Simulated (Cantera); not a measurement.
An isothermal, constant-pressure homogeneous reactor starts with H₂ : O₂ : N₂ = 0.036 : 1 : 1 (molar parts), equivalence ratio 0.018, at 975 K and 0.0247 atm.

Model: GRI-Mech 3.0 (53 species, 325 reactions), integrated in Cantera. Radical loss at walls, strong at low pressure, is not modelled.

x: mole fraction; the columns are a selection and need not sum to one.

| t (s) | x H₂ | x O₂ | x H₂O₂ | x HO₂ | x O |
|---|---|---|---|---|---|
| 3.00e-6 | 0.0177 | 0.491 | <1e-12 | <1e-12 | <1e-12 |
| 1.75e-5 | 0.0177 | 0.491 | <1e-12 | 1.37e-12 | <1e-12 |
| 0.000102 | 0.0177 | 0.491 | <1e-12 | 8.06e-12 | 2.00e-12 |
| 0.000594 | 0.0177 | 0.491 | <1e-12 | 4.87e-11 | 5.04e-11 |
| 0.00346 | 0.0177 | 0.491 | <1e-12 | 1.59e-9 | 2.43e-8 |
| 0.0202 | 0.000382 | 0.484 | 1.05e-7 | 5.03e-6 | 0.00345 |
| 0.118 | ___ | 0.486 | ___ | ___ | ___ |
| 0.686 | 3.02e-7 | 0.487 | 1.45e-8 | 1.08e-7 | 5.94e-6 |
| 4.00 | ___ | 0.487 | ___ | ___ | ___ |

What belongs in the gaps?


- 0.118, x H₂: 9.70e-6
- 0.118, x H₂O₂: 4.36e-8
- 0.118, x HO₂: 1.06e-6
- 0.118, x O: 0.000159
- 4.00, x H₂: 1.17e-8
- 4.00, x H₂O₂: 2.59e-9
- 4.00, x HO₂: 9.61e-9
- 4.00, x O: 3.92e-7
